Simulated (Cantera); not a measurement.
A closed system holds: 1 mol CS2, 0.079 mol SO2, equilibrated at 652 °C.

Cantera equilibrium calculation (NASA polynomials, part measured and part estimated; ideal gas, pure solids and liquids). Candidate condensed phases: C, S; 22 gas species. Gases not in the tables: S3 to S7. Rates play no part.

Problem. At 84.0 Pa, list the 5 most abundant gas species with their mole fractions, and the condensed phases.

Solution. CS2 0.708, S2 0.159, CO 0.119, COS 0.0142, CO2 6.80e-5. Condensed: gas only.
